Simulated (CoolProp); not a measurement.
Chlorine along the isobar 10.4 MPa: density (kg/m³) from the reference equation and from simpler models built on Tc = 416.9 K, pc = 7.642 MPa, ω = 0.070; each cubic takes its own stable root.

Model: reference Helmholtz-energy equation of state, Thol 2021, in CoolProp.

| T (K) | phase | reference | van der Waals | Redlich-Kwong |
|---|---|---|---|---|
| 279.6 | liquid | 1472 | 949.7 | 1364 |
| 286.8 | liquid | 1452 | 939.0 | 1344 |
| 294.1 | liquid | 1431 | 927.9 | 1323 |
| 301.3 | liquid | 1411 | 916.6 | 1302 |
| 308.5 | liquid | 1390 | 905.0 | 1280 |
| 315.7 | liquid | 1368 | 893.0 | 1257 |
| 322.9 | liquid | 1346 | 880.7 | 1234 |
| 330.2 | liquid | 1323 | 867.7 | 1209 |
| 337.4 | liquid | 1300 | 854.5 | 1184 |
| 344.6 | liquid | 1276 | 840.7 | 1157 |
| 351.8 | liquid | 1251 | 826.4 | 1129 |
| 359 | liquid | 1225 | 811.4 | 1101 |
| 366.2 | liquid | 1197 | 795.7 | 1070 |
| 373.5 | liquid | 1168 | 778.9 | 1038 |
